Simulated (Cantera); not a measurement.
An adiabatic, constant-pressure homogeneous reactor starts with H₂ : O₂ : N₂ = 1 : 0.568 : 2.14 (molar parts), equivalence ratio 0.88, at 1023 K and 16.8 atm. Integrator tolerance rtol = 1e-08.

Model: GRI-Mech 3.0 (53 species, 325 reactions), integrated in Cantera. The hydrogen kinetics of GRI-Mech 3.0 are dated; newer H2 mechanisms differ, most at raised pressure. The pressure lies above the range GRI-Mech 3.0 was tuned for (to about 10 atm).

What does this change do: N2 2.14 to 3.6 parts?


```tsv
quantity	before	after
time of steepest temperature rise	4.33 ms	5.61 ms
temperature at 0.600 s	2776 K	2380 K
equilibrium temperature	2776 K	2380 K
x(H₂) at 0.600 s	0.0105 (gas-phase equilibrium 0.0105)	0.00150 (gas-phase equilibrium 0.00150)
x(O₂) at 0.600 s	0.0176 (gas-phase equilibrium 0.0176)	0.0122 (gas-phase equilibrium 0.0122)
x(NO) at 0.600 s	0.00942 (gas-phase equilibrium 0.00942)	0.00439 (gas-phase equilibrium 0.00439)
x(O) at 0.600 s	0.00160 (gas-phase equilibrium 0.00160)	0.000209 (gas-phase equilibrium 0.000209)
x(N₂O) at 0.600 s	1.98e-6 (gas-phase equilibrium 1.98e-6)	9.91e-7 (gas-phase equilibrium 9.91e-7)
x(H₂O) at 0.600 s	0.290 (gas-phase equilibrium 0.290)	0.211 (gas-phase equilibrium 0.211)
```

What does this change do: initial temperature 1023 to 1075 K?


| quantity | before | after |
|---|---|---|
| time of steepest temperature rise | 4.33 ms | 1.44 ms |
| temperature at 0.600 s | 2776 K | 2805 K |
| equilibrium temperature | 2776 K | 2805 K |
| x(H₂) at 0.600 s | 0.0105 (gas-phase equilibrium 0.0105) | 0.0117 (gas-phase equilibrium 0.0117) |
| x(O₂) at 0.600 s | 0.0176 (gas-phase equilibrium 0.0176) | 0.0177 (gas-phase equilibrium 0.0177) |
| x(NO) at 0.600 s | 0.00942 (gas-phase equilibrium 0.00942) | 0.00984 (gas-phase equilibrium 0.00984) |
| x(O) at 0.600 s | 0.00160 (gas-phase equilibrium 0.00160) | 0.00180 (gas-phase equilibrium 0.00180) |
| x(N₂O) at 0.600 s | 1.98e-6 (gas-phase equilibrium 1.98e-6) | 2.07e-6 (gas-phase equilibrium 2.07e-6) |
| x(H₂O) at 0.600 s | 0.290 (gas-phase equilibrium 0.290) | 0.287 (gas-phase equilibrium 0.287) |
